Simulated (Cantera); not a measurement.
Input: 1 mol SiH2Cl2, 0.86 mol HCl, 3.7 mol H2, equilibrated at 1477 °C and 13.3 mbar.

These are equilibrium values from Cantera (NASA tables, ideal gas, pure condensed phases), not measurements of a reactor. Candidate condensed phases: Si; 19 gas species. The tables' values for SiCl3, SiCl are old estimates; treat these amounts as uncertain. Gases not in the tables: Si2H6 and higher silanes. The numbers say what is thermodynamically allowed, not how fast it happens.

Base state: H2 0.698, HCl 0.166, SiCl2 0.131, SiCl3 0.00191, H 0.00168, Cl 0.000309, SiCl 0.000304, Si 0.000113 (mole fractions); condensed: Si(l).

Task: What changes in the equilibrium state with this change: H2 from 3.7 to 20 mol?

Result: 
```csv
species,before,after
H2,0.698,0.896
HCl,0.166,0.0785
SiCl2,0.131,0.0229
SiCl4,4.94e-5,1.49e-6
SiCl3,0.00191,0.000139
"Si(l), mol",0.121,0.467
```

Task: What changes in the equilibrium state with this change: pressure from 13.3 mbar to 0.120 bar?

Result: 
| species | before | after |
|---|---|---|
| H2 | 0.698 | 0.702 |
| HCl | 0.166 | 0.164 |
| SiCl2 | 0.131 | 0.127 |
| SiCl3 | 0.00191 | 0.00545 |
| Si | 0.000113 | 1.25e-5 |
| SiH2Cl2 | 7.58e-6 | 6.63e-5 |
| SiHCl3 | 4.59e-5 | 0.000393 |
| SiCl4 | 4.94e-5 | 0.000415 |
| Si(l), mol | 0.121 | 0.127 |
